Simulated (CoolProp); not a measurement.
Vapour-liquid equilibrium of ethane (1) + propane (2) at 3.68 bar; x and y are mole fractions of (1).

Model: multi-fluid Helmholtz-energy mixture model, Bücker 2006 and Lemmon 2009; pair parameters Kunz 2012, in CoolProp.

```
x      bubble temperature (K)  y at the bubble point  dew temperature at overall composition x (K)  liquid density (mol/L)
-----  ----------------------  ---------------------  --------------------------------------------  ----------------------
0.05                    259.8                  0.189                                         263.8                   12.50
0.125                   252.8                  0.402                                         261.7                   12.88
0.2                     246.8                  0.553                                         259.5                   13.24
0.275                   241.7                  0.664                                         257.1                   13.60
0.35                    237.1                  0.746                                         254.6                   13.94
0.425                   233.1                  0.809                                         252.0                   14.28
0.5                     229.4                  0.857                                         249.1                   14.62
0.575                   226.1                  0.895                                         245.9                   14.95
0.65                    223.2                  0.924                                         242.3                   15.29
0.725                   220.5                  0.948                                         238.3                   15.62
0.8                     218.0                  0.967                                         233.7                   15.96
0.875                   215.7                  0.982                                         227.9                   16.30
0.95                    213.7                  0.993                                         220.2                   16.64
```

No azeotrope shows between x = 0.05 and 0.95.

Pair parameters are fitted to limited data, so mixtures are less certain than the pure fluids.
